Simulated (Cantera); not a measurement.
Input: 1 mol Ta2O5, 0.63 mol H2, 2.5 mol H2O, equilibrated at 1448.15 K and 3800 Pa.

Cantera equilibrium calculation (NASA polynomials, part measured and part estimated; ideal gas, pure solids and liquids). Candidate condensed phases: H2O, Ta, Ta2O5; 12 gas species. Equilibrium is a limit: real reactors are often held back by kinetics, nucleation or transport.

Base state: H2O 0.799, H2 0.201, H 2.13e-5 (mole fractions); condensed: Ta2O5(s).

### Question
What changes in the equilibrium state with this change: Ta2O5 replaced by TiO2?

### Answer
| species | before | after |
|---|---|---|
| H2O | 0.799 | 0.799 |
| H2 | 0.201 | 0.201 |
| H | 2.13e-5 | 2.13e-5 |
| Ta2O5(s), mol | 1.00 | 0 |
| TiO2(rutile), mol | 0 | 1.00 |
Gases not in the tables: TiO(OH)2. Further candidate phases: Ti, TiO, TiO2, Ti2O3, Ti3O5, Ti4O7.
